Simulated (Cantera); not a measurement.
# Equilibrium for carbon deposition, reforming and gasification: CO + H2O + N2

Feed: 1 mol CO, 0.46 mol H2O, 14 mol N2, equilibrated at 8.50 bar.

Method: chemical equilibrium by Gibbs-energy minimisation in Cantera with the NASA 1993 tables (ideal gas, pure condensed phases). Candidate condensed phases: C, C6H6, C7H8, C8H18, H2O; 136 gas species. Equilibrium is a limit: real reactors are often held back by kinetics, nucleation or transport.

| T (°C) | log p N2 | log p CO | log p CO2 | log p H2 | log p H2O | n C(graphite) |
|---|---|---|---|---|---|---|
| 502 | 0.90 | -1.43 | -0.49 | -1.07 | -0.84 | 0.338 |
| 702 | 0.89 | -0.45 | -0.71 | -0.73 | -1.20 | 0 |
| 902 | 0.89 | -0.41 | -0.79 | -0.79 | -1.05 | 0 |
| 1102 | 0.89 | -0.39 | -0.84 | -0.84 | -0.97 | 0 |
| 1302 | 0.89 | -0.38 | -0.88 | -0.88 | -0.92 | 0 |
| 1502 | 0.89 | -0.37 | -0.91 | -0.91 | -0.88 | 0 |
| 1702 | 0.89 | -0.36 | -0.94 | -0.94 | -0.86 | 0 |
| 1902 | 0.89 | -0.36 | -0.96 | -0.96 | -0.85 | 0 |
| 2102 | 0.89 | -0.35 | -0.98 | -0.98 | -0.84 | 0 |
| 2302 | 0.89 | -0.35 | -0.99 | -1.00 | -0.84 | 0 |
| 2502 | 0.89 | -0.34 | -1.03 | -1.01 | -0.86 | 0 |
| 2702 | 0.88 | -0.33 | -1.09 | -1.02 | -0.91 | 0 |
log p: log10 of the partial pressure in bar; n: condensed amount in mol.

At 502 °C the condensed part is C(graphite). From 702 °C to 2702 °C nothing is condensed. The main C-bearing gas is CO2 at 502 °C and CO at 2702 °C.
